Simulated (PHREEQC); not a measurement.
Spent oxide etchant

Consider water at 65 °C with 0.013 mol/kgw HF, 0.0075 mol/kgw H2SiF6 and 0.32 mol/kgw HCl. Closed to the air; pH follows from the charge balance.

Model: ion-association model, phreeqc.dat, run in PHREEQC.

Precipitation was switched off in this run.

Q: Estimate the pH, specific conductance.

A: pH 0.60; specific conductance 211000 µS/cm.

Q: In which forms is Si present?

A: SiF6-2 69 %, H4SiO4 31 % of the Si.

Saturation is exceeded, for instance for Quartz (slow to form), Chalcedony (slow to form); the values hold only as long as no solid forms. Constants without temperature data keep their 25 °C values here. SiF6-2 is the database's only silicon fluoride.
